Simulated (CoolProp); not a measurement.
Vapour-liquid equilibrium of ethylene (1) + isobutane (2) at -71.15 °C; x and y are mole fractions of (1).

The numbers come from the multi-fluid Helmholtz-energy mixture model, Smukala 2000 and Bücker 2006; pair parameters Bell 2016 in CoolProp.

Give the bubble pressure and the first vapour's composition at x = 0.05, 0.35, 0.95. Is there an azeotrope?

x = 0.05: 0.02395 MPa, y = 0.823; x = 0.35: 0.1562 MPa, y = 0.980; x = 0.95: 0.4667 MPa, y = 0.999. No azeotrope shows between x = 0.05 and 0.95.

Pair parameters are fitted to limited data, so mixtures are less certain than the pure fluids.
